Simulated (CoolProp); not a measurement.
CHF3 (R23) along the isotherm 307.1 K: fugacity coefficient from the reference equation and from simpler models built on Tc = 299.3 K, pc = 4.832 MPa, ω = 0.263; each cubic takes its own stable root.

Model: reference Helmholtz-energy equation of state, Penoncello 2003, in CoolProp.

```json
[
 {"p (MPa)": "0.725", "phase": "gas", "reference": "0.9508"},
 {"p (MPa)": "1.45", "phase": "gas", "reference": "0.9025"},
 {"p (MPa)": "2.17", "phase": "gas", "reference": "0.8553"},
 {"p (MPa)": "2.9", "phase": "gas", "reference": "0.8081"},
 {"p (MPa)": "3.62", "phase": "gas", "reference": "0.7618"},
 {"p (MPa)": "4.35", "phase": "gas", "reference": "0.7149"},
 {"p (MPa)": "5.07", "phase": "supercritical", "reference": "0.6676"},
 {"p (MPa)": "5.8", "phase": "supercritical", "reference": "0.6158"},
 {"p (MPa)": "6.52", "phase": "supercritical", "reference": "0.5646"},
 {"p (MPa)": "7.25", "phase": "supercritical", "reference": "0.5213"}
]
```

### Question
How far does each simpler model (van der Waals, Peng-Robinson) lie from the reference over these 10 states: mean and median of the absolute difference, and the worst?

### Answer
- van der Waals: mean 4.1 %, median 4.4 %, worst +7.4 % at 307.1 K and 7.25 MPa
- Peng-Robinson: mean 0.7 %, median 0.7 %, worst -1.0 % at 307.1 K and 4.35 MPa
